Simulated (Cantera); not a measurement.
Cantera run:

```python
import numpy as np
import cantera as ct

gas_names = [...]  # 114 gases of nasa_gas.yaml made of C, Fe, H, O
cond_names = """
    C(gr) C6H6(L) C7H8(L) C8H18(L),n-octa Fe(a) Fe(c) Fe(d) Fe(L) FeC5O5(L) FeO(s) FeO(L) Fe(OH)2(s)
    Fe(OH)3(s) Fe2O3(s) Fe3O4(s) H2O(s) H2O(L)
""".split()


# ... load() reads the species with a 1 bar reference pressure and builds the phases ...
atoms = {
    'Fe2O3': {'Fe': 2, 'O': 3},
    'CO': {'C': 1, 'O': 1},
    'H2': {'H': 2},
}
top_T = {'C(gr)': 4500, 'Fe2O3(s)': 1830, 'Fe3O4(s)': 1870}  # K; cautious upper limits of use, not melting points


# ... equilibrate(T, P, feed) seeds the gas with the atoms and calls Mixture.equilibrate('TP', solver="vcs", rtol=1e-11, max_steps=5000) ...
results = []
feed = {'Fe2O3': 1, 'CO': 0.92, 'H2': 0.31}  # mol
P = 101325  # Pa
for T in [1175, 1250, 1325, 1400, 1475, 1550, 1625, 1700, 1775, 1850, 1925, 2000, 2075, 2150]:
    mix = equilibrate(T, P, feed)
    results.append((T, P, feed, dict(zip(mix.species_names, mix.species_moles))))
    x = sorted(zip(gas.X, gas.species_names), reverse=True)
    print(f"T = {T:g} K  P = {P:g} Pa  gas = {mix.phase_moles(0):.4g} mol")
    print("   x: " + "  ".join(f"{s} {v:.3e}" for v, s in x if v > 0.0001))
    print("   condensed (mol): " + ("  ".join(f"{mix.phase(i).name} {mix.phase_moles(i):.4g}"
          for i in range(1, mix.n_phases) if mix.phase_moles(i) > 1e-12) or "none"))
```

Output:

```
T = 1175 K  P = 101325 Pa  gas = 1.23 mol
   x: CO2 6.013e-01  H2O 2.117e-01  CO 1.467e-01  H2 4.034e-02
   condensed (mol): FeO(s) 2
T = 1250 K  P = 101325 Pa  gas = 1.23 mol
   x: CO2 5.962e-01  H2O 2.168e-01  CO 1.517e-01  H2 3.525e-02
   condensed (mol): FeO(s) 2
T = 1325 K  P = 101325 Pa  gas = 1.23 mol
   x: CO2 5.922e-01  H2O 2.208e-01  CO 1.558e-01  H2 3.118e-02
   condensed (mol): FeO(s) 2
T = 1400 K  P = 101325 Pa  gas = 1.23 mol
   x: CO2 5.889e-01  H2O 2.241e-01  CO 1.591e-01  H2 2.790e-02
   condensed (mol): FeO(s) 2
T = 1475 K  P = 101325 Pa  gas = 1.23 mol
   x: CO2 5.862e-01  H2O 2.268e-01  CO 1.618e-01  H2 2.521e-02
   condensed (mol): FeO(s) 2
T = 1550 K  P = 101325 Pa  gas = 1.23 mol
   x: CO2 5.840e-01  H2O 2.290e-01  CO 1.640e-01  H2 2.300e-02
   condensed (mol): FeO(s) 2
T = 1625 K  P = 101325 Pa  gas = 1.23 mol
   x: CO2 5.821e-01  H2O 2.309e-01  CO 1.658e-01  H2 2.115e-02
   condensed (mol): FeO(s) 2
T = 1700 K  P = 101325 Pa  gas = 1.23 mol
   x: CO2 5.806e-01  H2O 2.324e-01  CO 1.674e-01  H2 1.960e-02
   condensed (mol): FeO(L) 2
T = 1775 K  P = 101325 Pa  gas = 1.23 mol
   x: CO2 5.792e-01  H2O 2.337e-01  CO 1.687e-01  H2 1.829e-02
   condensed (mol): FeO(L) 2
T = 1850 K  P = 101325 Pa  gas = 1.23 mol
   x: CO2 5.781e-01  H2O 2.347e-01  CO 1.698e-01  H2 1.717e-02
   condensed (mol): FeO(L) 2
T = 1925 K  P = 101325 Pa  gas = 1.23 mol
   x: CO2 5.771e-01  H2O 2.356e-01  CO 1.708e-01  H2 1.620e-02  OH 1.519e-04  H 1.209e-04
   condensed (mol): FeO(L) 2
T = 2000 K  P = 101325 Pa  gas = 1.23 mol
   x: CO2 5.761e-01  H2O 2.363e-01  CO 1.717e-01  H2 1.536e-02  OH 3.076e-04  H 2.002e-04
   condensed (mol): FeO(L) 2
T = 2075 K  P = 101325 Pa  gas = 1.231 mol
   x: CO2 5.750e-01  H2O 2.367e-01  CO 1.725e-01  H2 1.463e-02  OH 5.910e-04  H 3.201e-04  Fe(OH)2 1.291e-04
   condensed (mol): FeO(L) 2
T = 2150 K  P = 101325 Pa  gas = 1.231 mol
   x: CO2 5.737e-01  H2O 2.368e-01  CO 1.734e-01  H2 1.400e-02  OH 1.083e-03  H 4.957e-04  O2 1.938e-04  Fe(OH)2 1.741e-04
   condensed (mol): FeO(L) 2
```

Cantera equilibrium calculation (NASA polynomials, part measured and part estimated; ideal gas, pure solids and liquids). The tables' stoichiometric FeO is somewhat more stable than real wüstite, so its field is too wide. FeO: taken at fixed stoichiometry.
